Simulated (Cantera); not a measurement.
Thermodynamics of metals in furnace atmospheres, feed Cu + CO + H₂

Input: 1 mol Cu, 0.22 mol CO, 27 mol H₂, held at 0.133 bar.

Cantera equilibrium calculation (NASA polynomials, part measured and part estimated; ideal gas, pure solids and liquids). Candidate condensed phases: C, C₆H₆, C₇H₈, C₈H₁₈, Cu, CuO, Cu(OH)₂, Cu₂O, H₂O; 113 gas species. Rates play no part.

From 625 °C to 1075 °C the condensed part is Cu(s). At 1125 °C the condensed part is Cu(l).

```json
[
 {"T (°C)": "625", "x H₂": "0.986", "x CO": "0.00239", "x CH₄": "0.00576", "x H₂O": "0.00572", "x CO₂": "3.22e-5", "x H": "2.98e-10", "x Cu": "1.22e-12", "x C₂H₂ (acetylene)": "<1e-12", "n Cu(s)": "1.00", "n Cu(l)": "0"},
 {"T (°C)": "675", "x H₂": "0.988", "x CO": "0.00451", "x CH₄": "0.00360", "x H₂O": "0.00357", "x CO₂": "2.95e-5", "x H": "1.43e-9", "x Cu": "1.30e-11", "x C₂H₂ (acetylene)": "6.63e-12", "n Cu(s)": "1.00", "n Cu(l)": "0"},
 {"T (°C)": "725", "x H₂": "0.990", "x CO": "0.00605", "x CH₄": "0.00205", "x H₂O": "0.00203", "x CO₂": "1.80e-5", "x H": "5.86e-9", "x Cu": "1.08e-10", "x C₂H₂ (acetylene)": "2.76e-11", "n Cu(s)": "1.00", "n Cu(l)": "0"},
 {"T (°C)": "775", "x H₂": "0.991", "x CO": "0.00694", "x CH₄": "0.00115", "x H₂O": "0.00114", "x CO₂": "9.48e-6", "x H": "2.11e-8", "x Cu": "7.34e-10", "x C₂H₂ (acetylene)": "8.83e-11", "n Cu(s)": "1.00", "n Cu(l)": "0"},
 {"T (°C)": "825", "x H₂": "0.991", "x CO": "0.00743", "x CH₄": "0.000660", "x H₂O": "0.000655", "x CO₂": "4.87e-6", "x H": "6.74e-8", "x Cu": "4.18e-9", "x C₂H₂ (acetylene)": "2.40e-10", "n Cu(s)": "1.00", "n Cu(l)": "0"},
 {"T (°C)": "875", "x H₂": "0.992", "x CO": "0.00769", "x CH₄": "0.000392", "x H₂O": "0.000389", "x CO₂": "2.56e-6", "x H": "1.95e-7", "x Cu": "2.04e-8", "x C₂H₂ (acetylene)": "5.81e-10", "n Cu(s)": "1.000", "n Cu(l)": "0"},
 {"T (°C)": "925", "x H₂": "0.992", "x CO": "0.00784", "x CH₄": "0.000241", "x H₂O": "0.000240", "x CO₂": "1.39e-6", "x H": "5.18e-7", "x Cu": "8.71e-8", "x C₂H₂ (acetylene)": "1.29e-9", "n Cu(s)": "1.000", "n Cu(l)": "0"},
 {"T (°C)": "975", "x H₂": "0.992", "x CO": "0.00793", "x CH₄": "0.000154", "x H₂O": "0.000153", "x CO₂": "7.86e-7", "x H": "1.27e-6", "x Cu": "3.30e-7", "x C₂H₂ (acetylene)": "2.68e-9", "n Cu(s)": "1.000", "n Cu(l)": "0"},
 {"T (°C)": "1025", "x H₂": "0.992", "x CO": "0.00798", "x CH₄": "0.000101", "x H₂O": "0.000101", "x CO₂": "4.63e-7", "x H": "2.92e-6", "x Cu": "1.13e-6", "x C₂H₂ (acetylene)": "5.22e-9", "n Cu(s)": "1.000", "n Cu(l)": "0"},
 {"T (°C)": "1075", "x H₂": "0.992", "x CO": "0.00801", "x CH₄": "6.89e-5", "x H₂O": "6.87e-5", "x CO₂": "2.83e-7", "x H": "6.31e-6", "x Cu": "3.51e-6", "x C₂H₂ (acetylene)": "9.67e-9", "n Cu(s)": "1.000", "n Cu(l)": "0"},
 {"T (°C)": "1125", "x H₂": "0.992", "x CO": "0.00803", "x CH₄": "4.81e-5", "x H₂O": "4.79e-5", "x CO₂": "1.80e-7", "x H": "1.29e-5", "x Cu": "9.73e-6", "x C₂H₂ (acetylene)": "1.71e-8", "n Cu(s)": "0", "n Cu(l)": "1.000"}
]
```
x: gas mole fraction; n: condensed amount in mol.
